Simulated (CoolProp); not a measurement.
Values from CoolProp's reference Helmholtz-energy equation of state, Thol 2017.

Task: For octamethyltrisiloxane (MDM), give the phase and the density (kg/m³), cp (kJ/(kg K)), cv (kJ/(kg K)), isothermal compressibility (1/MPa) at 475.9 K and 6.37 bar.

Result: 
- 475.9 K and 6.37 bar: liquid; density 608, cp 2.26, cv 1.91, isothermal compressibility 0.0149
